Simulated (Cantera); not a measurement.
What does this Cantera script print?

```python
import numpy as np
import cantera as ct

gas = ct.Solution("h2o2.yaml")
gas.TPX = 500, 99000, {'H2': 1, 'O2': 0.357, 'N2': 1.34}
flame = ct.FreeFlame(gas, width=0.04)
flame.set_refine_criteria(ratio=3, slope=0.08, curve=0.16)
flame.transport_model = "mixture-averaged"
flame.solve(loglevel=0, auto=True)
z, T = flame.grid, flame.T
thick = (T[-1] - T[0]) / np.gradient(T, z).max()
show = ['H2', 'O2', 'H', 'H2O2', 'O', 'OH']
print(f"laminar burning velocity  {flame.velocity[0] * 100:.3f} cm/s")
print(f"burnt temperature         {T[-1]:.1f} K")
print(f"thermal thickness         {thick * 1e3:.4f} mm")
print(f"grid points               {len(z)}")
z0 = z[flame.heat_release_rate.argmax()]
print(f"{'z/mm':>9s}{'T/K':>9s}{'u/(m/s)':>9s}" + "".join(f"{s:>11s}" for s in show))
rows = []
for k in (-3, -2, -1.5, -1, -0.5, -0.25, 0, 0.25, 0.5, 1, 2, 4, 8):
    zz = z0 + k * thick
    rows.append([k * thick, np.interp(zz, z, T), np.interp(zz, z, flame.velocity),
                 *(np.interp(zz, z, flame.X[gas.species_index(s)]) for s in show)])
    print(f"{rows[-1][0] * 1e3:9.3f}{rows[-1][1]:9.1f}{rows[-1][2]:9.3f}" + "".join(f"{x:11.3e}" for x in rows[-1][3:]))
```

It prints:

```
laminar burning velocity  651.620 cm/s
burnt temperature         2427.6 K
thermal thickness         0.4296 mm
grid points               131
     z/mm      T/K  u/(m/s)         H2         O2          H       H2O2          O         OH
   -1.289    500.0    6.516  3.708e-01  1.324e-01  4.329e-17  9.259e-17  1.394e-15  2.395e-17
   -0.859    500.0    6.516  3.708e-01  1.324e-01  8.784e-15  2.828e-14  2.494e-13  4.286e-15
   -0.644    500.0    6.516  3.708e-01  1.324e-01  1.424e-12  1.467e-12  1.098e-11  1.890e-13
   -0.430    500.0    6.516  3.708e-01  1.324e-01  7.823e-10  1.539e-10  7.602e-10  1.504e-11
   -0.215    512.4    6.651  3.677e-01  1.326e-01  6.375e-05  3.646e-06  4.264e-06  3.061e-05
   -0.107    753.6    9.539  3.337e-01  1.271e-01  6.592e-03  2.801e-05  2.714e-04  9.195e-04
    0.000   1218.6   14.912  2.239e-01  8.697e-02  4.574e-02  4.026e-06  4.526e-03  3.110e-03
    0.107   1532.6   18.526  1.256e-01  2.807e-02  7.898e-02  2.224e-06  7.857e-03  7.806e-03
    0.215   1673.4   20.084  1.032e-01  1.121e-02  8.022e-02  1.420e-06  7.159e-03  1.012e-02
    0.430   1815.3   21.587  1.034e-01  6.779e-03  6.823e-02  8.004e-07  5.997e-03  1.170e-02
    0.859   1961.6   23.082  1.078e-01  4.861e-03  5.319e-02  4.249e-07  4.475e-03  1.223e-02
    1.718   2103.8   24.489  1.112e-01  3.097e-03  3.887e-02  2.300e-07  2.883e-03  1.155e-02
    3.437   2225.8   25.661  1.136e-01  1.706e-03  2.676e-02  1.327e-07  1.588e-03  9.717e-03
```

Cantera simulation using the H2/O2 subset of GRI-Mech 3.0, which has no nitrogen chemistry; the numbers are that mechanism's predictions, not measurements. Burning velocities carry a grid error of a few per cent, more on coarse grids.
